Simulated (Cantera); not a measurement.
Cantera run:

```python
import numpy as np
import cantera as ct

gas_names = """
    H H2 N NH NH2 NH3 N2 N2H2 N2H4 Si SiH SiH2 SiH3 SiH4 SiN Si2 Si2N Si3
""".split()
cond_names = """
    Si(cr) Si(L) Si3N4(a)
""".split()


def load(file, names, dense=False):
    # The tables refer to 1 bar. Condensed volumes are neglected.
    table = {s.name: s for s in ct.Species.list_from_file(file)}
    out = []
    for n in names:
        d = dict(table[n].input_data)
        d["thermo"] = dict(d["thermo"], **{"reference-pressure": 1e5})
        if dense:
            d["equation-of-state"] = {"model": "constant-volume", "density": "1e6 g/cm^3"}
        out.append(ct.Species.from_dict(d))
    return out


gas = ct.Solution(thermo="ideal-gas", species=load("nasa_gas.yaml", gas_names))
cond = {s.name: ct.Solution(thermo="fixed-stoichiometry", species=[s], name=s.name)
        for s in load("nasa_condensed.yaml", cond_names, dense=True)}
atoms = {
    'SiH4': {'Si': 1, 'H': 4},
    'N2': {'N': 2},
    'H2': {'H': 2},
}
top_T = {'Si3N4(a)': 2400}  # K; cautious upper limits of use, not melting points


def equilibrate(T, P, feed):
    n = {}
    for name, mol in feed.items():
        for a, k in atoms[name].items():
            n[a] = n.get(a, 0.0) + k * mol
    gas.TPX = T, P, n
    mass = sum(n.values()) * gas.mean_molecular_weight
    gas.equilibrate("TP")
    valid = [c for c in cond.values() if c.min_temp <= T <= top_T.get(c.name, c.max_temp)]
    mix = ct.Mixture([(gas, mass / gas.mean_molecular_weight)] + [(c, 0.0) for c in valid])
    mix.T, mix.P = T, P
    mix.equilibrate("TP", solver="vcs", rtol=1e-11, max_steps=5000)
    return mix


results = []
feed = {'SiH4': 1, 'N2': 0.9, 'H2': 15}  # mol
T = 1250  # K
P = 23  # Pa
mix = equilibrate(T, P, feed)
results.append((T, P, feed, dict(zip(mix.species_names, mix.species_moles))))
x = sorted(zip(gas.X, gas.species_names), reverse=True)
print(f"T = {T:g} K  P = {P:g} Pa  gas = {mix.phase_moles(0):.4g} mol")
print("   x: " + "  ".join(f"{s} {v:.3e}" for v, s in x if v > 1e-05))
print("   condensed (mol): " + ("  ".join(f"{mix.phase(i).name} {mix.phase_moles(i):.4g}"
      for i in range(1, mix.n_phases) if mix.phase_moles(i) > 1e-12) or "none"))
```

Result:

```
T = 1250 K  P = 23 Pa  gas = 17.23 mol
   x: H2 9.864e-01  N2 1.354e-02  H 3.166e-05
   condensed (mol): Si3N4(a) 0.3333
```

Cantera equilibrium calculation (NASA polynomials, part measured and part estimated; ideal gas, pure solids and liquids). N2 is the only nitrogen source here; it is nearly inert below about 1500 K, so the nitride shown seldom forms there in practice.
